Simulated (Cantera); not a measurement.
Thermal oxidation and active oxidation of silicon: Si + H2O + N2

Feed: 1 mol Si, 0.0021 mol H2O, 11 mol N2, equilibrated at 1552 °C and 0.133 bar.

Cantera equilibrium calculation (NASA polynomials, part measured and part estimated; ideal gas, pure solids and liquids). Candidate condensed phases: H2O, Si, SiO2, Si2N2O, Si3N4; 35 gas species. The numbers say what is thermodynamically allowed, not how fast it happens.

- x(N2): 1.000
- x(SiO): 0.000203
- x(H2): 0.000195
- x(H): 1.68e-5
- x(Si): 7.29e-6
- x(SiN): 1.10e-6
- n(Si3N4(s)): 0.333 mol
- gas amount: 10.34 mol
- log10 activity of Si(l) (absent): -0.67
